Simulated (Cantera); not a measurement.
## SiC + Si + H2 (sublimation and decomposition of ceramics)

Charge: 1 mol SiC, 0.0019 mol Si, a varied amount of H2, held at 2700 K and 65.0 Pa.

Equilibrium computed with Cantera from the NASA thermochemical tables; the gas is ideal and each condensed phase is pure. Candidate condensed phases: C, C6H6, C7H8, C8H18, Si, SiC; 87 gas species. Kinetics and transport are ignored.

From 0.015 mol H2 to 2.8 mol H2 the condensed part is C(graphite). At 6.8 mol H2 nothing is condensed. The main Si-bearing gas is Si throughout.

| n(H2) (mol) | x H | x Si | x SiC2 | x H2 | x C3 | x Si2C | n C(graphite) |
|---|---|---|---|---|---|---|---|
| 0.015 | 0.0284 | 0.654 | 0.288 | 0.000162 | 0.0135 | 0.00912 | 0.341 |
| 0.036 | 0.0645 | 0.629 | 0.277 | 0.000838 | 0.0135 | 0.00843 | 0.338 |
| 0.086 | 0.137 | 0.578 | 0.254 | 0.00379 | 0.0135 | 0.00710 | 0.333 |
| 0.21 | 0.266 | 0.482 | 0.212 | 0.0142 | 0.0135 | 0.00495 | 0.320 |
| 0.49 | 0.429 | 0.355 | 0.156 | 0.0370 | 0.0135 | 0.00267 | 0.290 |
| 1.2 | 0.597 | 0.214 | 0.0943 | 0.0717 | 0.0135 | 0.000976 | 0.216 |
| 2.8 | 0.711 | 0.114 | 0.0501 | 0.102 | 0.0135 | 0.000276 | 0.0511 |
| 6.8 | 0.784 | 0.0573 | 0.0188 | 0.124 | 0.00871 | 6.03e-5 | 0 |
x: gas mole fraction; n: condensed amount in mol.
